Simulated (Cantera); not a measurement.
A closed system holds: 1 mol BCl3, 0.21 mol N2, 33 mol H2, 5 mol H2O, held at 15.0 Torr.

Method: chemical equilibrium by Gibbs-energy minimisation in Cantera with the NASA 1993 tables (ideal gas, pure condensed phases). Candidate condensed phases: B, BN, B2O3, B3O3H3, H2O, NH4Cl; 49 gas species. The tables' values for BOCl are old estimates; treat these amounts as uncertain. Gases not in the tables: H3BO3. Equilibrium is a limit: real reactors are often held back by kinetics, nucleation or transport. All values below are at 1698 K.

Base state: H2 0.819, H2O 0.0755, HCl 0.0745, HBO2 0.0235, N2 0.00522, H 0.000926, B2O3 0.000438, HBO 0.000412 (mole fractions); condensed: gas only.

Problem. What changes in the equilibrium state with this change: BCl3 replaced by B2O3?

Solution. 
```json
[
 {"species": "H2", "before": "0.819", "after": "0.840"},
 {"species": "H2O", "before": "0.0755", "after": "0.104"},
 {"species": "HBO2", "before": "0.0235", "after": "0.0477"},
 {"species": "HCl", "before": "0.0745", "after": "0"},
 {"species": "Cl", "before": "6.54e-5", "after": "0"},
 {"species": "BOCl", "before": "4.22e-5", "after": "0"},
 {"species": "B2O3", "before": "0.000438", "after": "0.00131"},
 {"species": "HBO", "before": "0.000412", "after": "0.000623"},
 {"species": "BO", "before": "9.33e-6", "after": "1.39e-5"}
]
```
